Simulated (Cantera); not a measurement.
Standard-state values (1 bar) from the NASA 1993 polynomials, evaluated with Cantera. Values are per mole of reaction as written; species without (g) are pure solids or liquids, kept so even where they would boil at 1 bar.

Q: Between 300 and 1125 K, where is each reaction favourable under standard conditions?
- 2 Fe(OH)2 + 2 OH(g) ⇌ 3 H2O(g) + Fe2O3

A: 
- 2 Fe(OH)2 + 2 OH(g) ⇌ 3 H2O(g) + Fe2O3: ΔG° is -515 kJ at 300 K and -582 kJ at 1125 K; it stays negative (K > 1). ΔH° is -507 kJ and ΔS° 66 J/K at 1125 K.
